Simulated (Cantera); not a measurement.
A freely propagating, adiabatic, planar premixed flame of CH₄ : CO : O₂ : N₂ = 1 : 0.14 : 2.2 : 9.25 (molar parts), unburnt at 650 K and 100000 Pa; mixture-averaged transport, grid criteria slope 0.08 and curve 0.16, no radiation.

Computed with Cantera and GRI-Mech 3.0 (53 species, 325 reactions). Burning velocities carry a grid error of a few per cent, more on coarse grids.

### Question
Predict: laminar burning velocity; thermal thickness; peak x(C₂H); peak x(OH).

### Answer
| Quantity | Result |
|---|---|
| laminar burning velocity | 132 cm/s |
| thermal thickness | 0.358 mm |
| peak x(C₂H) | 1.65e-7 |
| peak x(OH) | 0.00912 |
